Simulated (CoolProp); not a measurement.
Vapour-liquid equilibrium of benzene (1) + p-xylene (2) at 0.636 bar; x and y are mole fractions of (1).

The numbers come from the multi-fluid Helmholtz-energy mixture model, Thol 2012 and Zhou 2012; pair parameters Bell 2016 in CoolProp.

Give the bubble temperature and the first vapour's composition at x = 0.05, 0.35, 0.95. Is there an azeotrope?

x = 0.05: 389.2 K, y = 0.194; x = 0.35: 364.4 K, y = 0.754; x = 0.95: 340.1 K, y = 0.992. No azeotrope shows between x = 0.05 and 0.95.

Pair parameters are fitted to limited data, so mixtures are less certain than the pure fluids.
